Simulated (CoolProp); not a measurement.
Computed with CoolProp (reference Helmholtz-energy equation of state, Lemmon 2006). It is a short technical equation, of lower accuracy than the large ones.

Q: For carbon monoxide, give the phase and the cv (kJ/(kg K)), speed of sound (m/s), Joule-Thomson coefficient (K/MPa) at 410.8 K and 0.458 MPa; 150.5 K and 20.9 MPa.

A: 
- 410.8 K and 0.458 MPa: gas; cv 0.753, speed of sound 414, Joule-Thomson coefficient 1.15
- 150.5 K and 20.9 MPa: supercritical; cv 0.921, speed of sound 578, Joule-Thomson coefficient 0.0445
